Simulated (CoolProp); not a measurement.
Vapour-liquid equilibrium of cyclohexane (1) + toluene (2) at 4.26 bar; x and y are mole fractions of (1).

Values from CoolProp's multi-fluid Helmholtz-energy mixture model, Zhou 2014 and Lemmon 2006; pair parameters Bell 2016.

```tsv
x	bubble temperature, mixture model (°C)	bubble temperature, Raoult's law (°C)	y, mixture model	y, Raoult's law
0.05	167.3	168.1	0.099	0.092
0.125	(withheld)	164.9	(withheld)	0.216
0.2	(withheld)	162.0	(withheld)	0.328
0.275	156.5	159.1	0.432	0.427
0.35	153.6	156.4	0.515	0.515
0.425	151.0	153.8	0.587	0.595
0.5	(withheld)	151.3	0.652	0.667
0.575	146.6	149.0	0.712	0.732
0.65	144.7	146.7	0.767	0.790
0.725	142.9	144.6	0.819	0.843
0.8	141.3	142.5	0.869	0.891
0.875	139.7	140.5	(withheld)	0.935
0.95	138.3	138.6	0.967	0.975
```

Q: Complete the blanks.

A: 
- 0.125, bubble temperature, mixture model (°C): 163.3
- 0.125, y, mixture model: 0.229
- 0.2, bubble temperature, mixture model (°C): 159.7
- 0.2, y, mixture model: 0.338
- 0.5, bubble temperature, mixture model (°C): 148.7
- 0.875, y, mixture model: 0.918

The largest gap from Raoult's law is -2.8 K in bubble temperature, at x = 0.425. No azeotrope shows between x = 0.05 and 0.95.

Pair parameters are fitted to limited data, so mixtures are less certain than the pure fluids.
